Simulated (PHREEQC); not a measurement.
Consider water at 14 °C with 0.17 mol KH2PO4, 3.9e-05 mol K2HPO4 and 8.6e-06 mol K2SiO3 per kg of water. Closed to the air; pH follows from the charge balance.

Model: ion-association model, phreeqc.dat, run in PHREEQC.

This is a speciation only: nothing precipitates in the calculation.

Q: Estimate the pH.

A: pH 4.43.

Species that the database lacks are ignored. Constants without temperature data keep their 25 °C values here.
